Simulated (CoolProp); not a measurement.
Vapour-liquid equilibrium of n-heptane (1) + ethylbenzene (2) at 0.939 MPa; x and y are mole fractions of (1).

Model: multi-fluid Helmholtz-energy mixture model, Span 2003 and Zhou 2012; pair parameters Bell 2016, in CoolProp.

```
x      bubble temperature, mixture model (K)  bubble temperature, Raoult's law (K)  y, mixture model  y, Raoult's law
-----  -------------------------------------  ------------------------------------  ----------------  ---------------
0.05                                   513.6                                 514.2             0.095            0.100
0.125                                  508.1                                 509.4             0.220            0.234
0.2                                    503.2                                 505.0             0.327            0.349
0.275                                  498.8                                 500.8             0.420            0.450
0.35                                   494.8                                 496.9             0.502            0.539
0.425                                  491.2                                 493.2             0.576            0.618
0.5                                    487.9                                 489.7             0.642            0.687
0.575                                  484.9                                 486.4             0.704            0.750
0.65                                   482.0                                 483.3             0.761            0.805
0.725                                  479.3                                 480.3             0.816            0.855
0.8                                    476.8                                 477.5             0.868            0.900
0.875                                  474.4                                 474.9             0.918            0.941
0.95                                   472.1                                 472.3             0.968            0.977
```

The largest gap from Raoult's law is -2.1 K in bubble temperature, at x = 0.35. No azeotrope shows between x = 0.05 and 0.95.

Pair parameters are fitted to limited data, so mixtures are less certain than the pure fluids.
